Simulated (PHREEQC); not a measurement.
Model water analysis in mg/kgw, 5 °C, pH 6.39, pe 10.3:

```json
[
 {"constituent": "Na", "mg/kgw": "3.1"},
 {"constituent": "K", "mg/kgw": "15.3"},
 {"constituent": "Ca", "mg/kgw": "4.93"},
 {"constituent": "Mg", "mg/kgw": "0.943"},
 {"constituent": "Cl", "mg/kgw": "16.2"},
 {"constituent": "S(6) as SO4", "mg/kgw": "0.135"},
 {"constituent": "Alkalinity as HCO3", "mg/kgw": "24.1"},
 {"constituent": "O(0) (dissolved oxygen)", "mg/kgw": "0.0177"}
]
```

Valence states are taken as typed.

The numbers come from PHREEQC with the ion-association model, phreeqc.dat.

```json
{
  "ionic_strength": "0.00102 mol/kgw",
  "charge_balance_error": "-0.3 %"
}
```

| species | molality | activity | log γ |
|---|---|---|---|
| CO2 | 0.000510 | 0.000510 | 0.000 |
| Cl- | 0.000457 | 0.000441 | -0.015 |
| HCO3- | 0.000395 | 0.000382 | -0.015 |
| K+ | 0.000391 | 0.000378 | -0.015 |
| Na+ | 0.000135 | 0.000130 | -0.015 |
| Ca+2 | 0.000123 | 0.000107 | -0.060 |
| Mg+2 | 3.86e-5 | 3.37e-5 | -0.059 |
| SO4-2 | 1.38e-6 | 1.20e-6 | -0.060 |
| O2 | 5.53e-7 | 5.53e-7 | 0.000 |

This is a speciation only: nothing precipitates in the calculation. At this temperature some constants are extrapolated from 25 °C, and those without enthalpy data are left unchanged.
